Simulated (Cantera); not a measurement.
What does this Cantera script print?

```python
import numpy as np
import cantera as ct

gas_names = """
    C CH CH2 CH3 CH2OH CH3O CH4 CH3OH CO CO2 COOH C2 C2H CHCO,ketyl C2H2,acetylene C2H2,vinylidene
    CH2CO,ketene C2H3,vinyl CH3CO,acetyl C2H4 C2H4O,ethylen CH3CHO,ethanal CH3COOH (HCOOH)2 C2H5 C2H6
    CH3OCH3 C2H5OH C2O C3 C3H3,propargyl C3H4,allene C3H4,propyne C3H4,cyclo- C3H5,allyl C3H6,propylene
    C3H6,cyclo- C3H6O C3H7,n-propyl C3H7,i-propyl C3H8 C3H8O,1propanol C3H8O,2propanol C3O2 C4 C4H2
    C4H4,1,3-cyclo- C4H6,butadiene C4H6,2-butyne C4H6,cyclo- C4H8,1-butene C4H8,cis2-buten
    C4H8,tr2-butene C4H8,isobutene C4H8,cyclo- (CH3COOH)2 C4H9,n-butyl C4H9,i-butyl C4H9,s-butyl
    C4H9,t-butyl C4H10,isobutane C4H10,n-butane C5 C5H6,1,3cyclo- C5H8,cyclo- C5H10,1-pentene
    C5H10,cyclo- C5H11,pentyl C5H11,t-pentyl C5H12,n-pentane C5H12,i-pentane CH3C(CH3)2CH3 C6H2
    C6H5,phenyl C6H5O,phenoxy C6H6 C6H5OH,phenol C6H10,cyclo- C6H12,1-hexene C6H12,cyclo- C6H13,n-hexyl
    C7H7,benzyl C7H8 C7H8O,cresol C7H14,1-heptene C7H15,n-heptyl C7H16,n-heptane C8H8,styrene
    C8H10,ethylbenz C8H16,1-octene C8H17,n-octyl C8H18,isooctane C8H18,n-octane C9H19,n-nonyl
    C10H8,naphthale C10H21,n-decyl C12H9,o-bipheny C12H10,bipheny H HCO HO2 H2 HCHO,formaldehy HCOOH H2O
    H2O2 O OH O2 O3 Pb PbO Pb2
""".split()
cond_names = """
    C(gr) C6H6(L) C7H8(L) C8H18(L),n-octa H2O(s) H2O(L) Pb(cr) Pb(L) PbO(rd) PbO(yw) PbO(L) PbO2(s)
    Pb3O4(s)
""".split()


def load(file, names, dense=False):
    # The tables refer to 1 bar. Condensed volumes are neglected.
    table = {s.name: s for s in ct.Species.list_from_file(file)}
    out = []
    for n in names:
        d = dict(table[n].input_data)
        d["thermo"] = dict(d["thermo"], **{"reference-pressure": 1e5})
        if dense:
            d["equation-of-state"] = {"model": "constant-volume", "density": "1e6 g/cm^3"}
        out.append(ct.Species.from_dict(d))
    return out


gas = ct.Solution(thermo="ideal-gas", species=load("nasa_gas.yaml", gas_names))
cond = {s.name: ct.Solution(thermo="fixed-stoichiometry", species=[s], name=s.name)
        for s in load("nasa_condensed.yaml", cond_names, dense=True)}
atoms = {
    'PbO': {'Pb': 1, 'O': 1},
    'CH4': {'C': 1, 'H': 4},
    'H2': {'H': 2},
}
top_T = {'C(gr)': 4500, 'Pb3O4(s)': 820}  # K; cautious upper limits of use, not melting points


def equilibrate(T, P, feed):
    n = {}
    for name, mol in feed.items():
        for a, k in atoms[name].items():
            n[a] = n.get(a, 0.0) + k * mol
    gas.TPX = T, P, n
    mass = sum(n.values()) * gas.mean_molecular_weight
    gas.equilibrate("TP")
    valid = [c for c in cond.values() if c.min_temp <= T <= top_T.get(c.name, c.max_temp)]
    mix = ct.Mixture([(gas, mass / gas.mean_molecular_weight)] + [(c, 0.0) for c in valid])
    mix.T, mix.P = T, P
    mix.equilibrate("TP", solver="vcs", rtol=1e-11, max_steps=5000)
    return mix


results = []
feed = {'PbO': 1, 'CH4': 1.1, 'H2': 0.29}  # mol
P = 133.322  # Pa
for T in [1150, 1200, 1250, 1300, 1350, 1400, 1450, 1500]:
    mix = equilibrate(T, P, feed)
    results.append((T, P, feed, dict(zip(mix.species_names, mix.species_moles))))

top = {s: max(r[3][s] / sum(r[3][g] for g in gas_names) for r in results) for s in gas_names}
cols = sorted((s for s in top if top[s] > 1e-05), key=lambda s: -top[s])[:8]
seen = [c for c in cond_names if any(r[3].get(c, 0) > 1e-12 for r in results)]
print("log10 of partial pressures in bar; condensed amounts in mol")
print(f"{'T/K':>10s}" + "".join(f"{s[:9]:>10s}" for s in cols + seen))
for T, P, feed, n in results:
    ng = sum(n[g] for g in gas_names)
    print(f"{T:10.4g}" + "".join(f"{np.log10(max(n[s] / ng * P / 1e5, 1e-99)):10.3f}" for s in cols)
          + "".join(f"{n.get(c, 0):10.4g}" for c in seen))
```

It prints:

```
log10 of partial pressures in bar; condensed amounts in mol
       T/K        H2        CO        Pb         H     C(gr)     Pb(L)
      1150    -3.128    -3.524    -3.538    -8.691       0.1   0.03095
      1200    -3.131    -3.527    -3.527    -8.270       0.1         0
      1250    -3.131    -3.527    -3.527    -7.881   0.09999         0
      1300    -3.131    -3.527    -3.527    -7.522   0.09999         0
      1350    -3.131    -3.527    -3.527    -7.188   0.09999         0
      1400    -3.131    -3.527    -3.527    -6.879   0.09998         0
      1450    -3.131    -3.527    -3.527    -6.590   0.09997         0
      1500    -3.131    -3.527    -3.527    -6.320   0.09995         0
```

Cantera equilibrium calculation (NASA polynomials, part measured and part estimated; ideal gas, pure solids and liquids).
